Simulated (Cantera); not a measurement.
**Adiabatic ignition**

An adiabatic, constant-volume homogeneous reactor starts with CH₄ : O₂ : N₂ = 1 : 2 : 7.52 (molar parts), equivalence ratio 1.0, at 1398 K and 7500 Torr.

Model: GRI-Mech 3.0 (53 species, 325 reactions), integrated in Cantera. Above 3000 K some thermodynamic fits are extrapolated.

```csv
t (s),T (K),P (bar),x CH₄,x O₂,x H,x H₂O₂,x C₂H₄,x C₂H₆
1.00e-6,1398,10.00,0.0951,0.190,7.59e-10,2.83e-9,<1e-12,1.03e-11
3.03e-6,1398,10.00,0.0951,0.190,1.07e-9,2.00e-8,1.35e-11,3.25e-10
9.20e-6,1398,10.00,0.0951,0.190,2.41e-9,9.67e-8,6.21e-10,1.31e-8
2.79e-5,1398,10.0,0.0950,0.190,1.06e-8,2.61e-7,4.40e-8,8.80e-7
8.47e-5,1399,10.0,0.0948,0.190,3.93e-8,4.53e-7,2.05e-6,3.57e-5
0.000257,1408,10.1,0.0932,0.189,1.88e-7,2.04e-6,4.05e-5,0.000364
0.000779,3066,22.8,<1e-12,0.0151,0.00498,1.75e-6,<1e-12,<1e-12
0.00236,3066,22.8,<1e-12,0.0151,0.00498,1.75e-6,<1e-12,<1e-12
0.00717,3066,22.8,<1e-12,0.0151,0.00498,1.75e-6,<1e-12,<1e-12
0.0217,3066,22.8,<1e-12,0.0151,0.00498,1.75e-6,<1e-12,<1e-12
0.0659,3066,22.8,<1e-12,0.0151,0.00498,1.75e-6,<1e-12,<1e-12
0.200,3066,22.8,<1e-12,0.0151,0.00498,1.75e-6,<1e-12,<1e-12
```
x: mole fraction; the columns are a selection and need not sum to one.

| Quantity | Result |
|---|---|
| time of steepest temperature rise | 0.482 ms |
| temperature at 0.200 s | 3066 K |
| equilibrium temperature | 3066 K |
| x(CH₄) at 0.200 s | <1e-12 (gas-phase equilibrium <1e-12) |
| x(O₂) at 0.200 s | 0.0151 (gas-phase equilibrium 0.0151) |
| x(H) at 0.200 s | 0.00498 (gas-phase equilibrium 0.00498) |
